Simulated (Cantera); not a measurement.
Charge: 1 mol SiHCl3, 340 mol H2, equilibrated at 1.00 Torr.

Equilibrium computed with Cantera from the NASA thermochemical tables; the gas is ideal and each condensed phase is pure. Candidate condensed phases: Si; 19 gas species. Gases not in the tables: Si2H6 and higher silanes. Kinetics and transport are ignored.

Question: What share of the Si ends up in condensed phases as a function of T (K), at 1675, 1775, 1875, 1975, 2075, 2175, 2275?

Answer: 
| T (K) | Si condensed (%) | as |
|---|---|---|
| 1675 | 78.6 | Si(s) |
| 1775 | 29.9 | Si(l) |
| 1875 | 0.0 | - |
| 1975 | 0.0 | - |
| 2075 | 0.0 | - |
| 2175 | 0.0 | - |
| 2275 | 0.0 | - |
